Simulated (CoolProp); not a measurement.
A simple Rankine cycle with the fluoroketone C6F12O (FK-5-1-12): condensing at 304.15 K, boiler at 0.231 MPa, turbine inlet 363.2 K, turbine efficiency 0.75, pump efficiency 0.7, no recuperator. Each further row changes one setting.

Model: reference Helmholtz-energy equation of state, McLinden 2015, in CoolProp.

```json
[
 {"case": "as stated", "thermal efficiency (%)": "6.8", "net work (kJ/kg)": "9.75", "heat in (kJ/kg)": "143", "turbine exit temperature (K)": "349.4", "volume ratio over the turbine": "4.65"},
 {"case": "turbine inlet 383.2 K", "thermal efficiency (%)": "6.4", "net work (kJ/kg)": "10.4", "heat in (kJ/kg)": "162", "turbine exit temperature (K)": "369.5", "volume ratio over the turbine": "4.58"},
 {"case": "condensing temperature 296.15 K", "thermal efficiency (%)": "7.8", "net work (kJ/kg)": "11.9", "heat in (kJ/kg)": "152", "turbine exit temperature (K)": "346.7", "volume ratio over the turbine": "6.46"},
 {"case": "boiler pressure 0.162 MPa", "thermal efficiency (%)": "5.3", "net work (kJ/kg)": "7.61", "heat in (kJ/kg)": "145", "turbine exit temperature (K)": "353.0", "volume ratio over the turbine": "3.19"},
 {"case": "turbine efficiency 0.65", "thermal efficiency (%)": "5.9", "net work (kJ/kg)": "8.43", "heat in (kJ/kg)": "143", "turbine exit temperature (K)": "350.9", "volume ratio over the turbine": "4.67"}
]
```
